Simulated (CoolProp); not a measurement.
Toluene along the isotherm 620 K: Z from the reference equation and from simpler models built on Tc = 591.7 K, pc = 4126 kPa, ω = 0.266; each cubic takes its own stable root.

Values from CoolProp's reference Helmholtz-energy equation of state, Lemmon 2006. It is a short technical equation, of lower accuracy than the large ones.

```csv
p (kPa),phase,reference,van der Waals,Redlich-Kwong,Soave-Redlich-Kwong,Peng-Robinson
65.2,gas,0.9950,0.9958,0.9953,0.9954,0.9948
102,gas,0.9922,0.9934,0.9926,0.9928,0.9919
158,gas,0.9879,0.9898,0.9885,0.9888,0.9874
246,gas,0.9810,0.9840,0.9821,0.9825,0.9803
384,gas,0.9702,0.9748,0.9718,0.9725,0.9692
597,gas,0.9533,0.9604,0.9558,0.9569,0.9517
930,gas,0.9261,0.9371,0.9301,0.9319,0.9239
1450,gas,0.8819,0.8987,0.8881,0.8912,0.8789
2250,gas,0.8087,0.8332,0.8180,0.8236,0.8053
3510,gas,0.6747,0.7041,0.6866,0.6992,0.6730
5470,supercritical,0.3597,0.3696,0.3688,0.4168,0.3909
8510,supercritical,0.3282,0.4484,0.3840,0.3968,0.3613
13300,supercritical,0.4522,0.6233,0.5116,0.5205,0.4706
20600,supercritical,0.6430,0.8859,0.7071,0.7147,0.6444
```
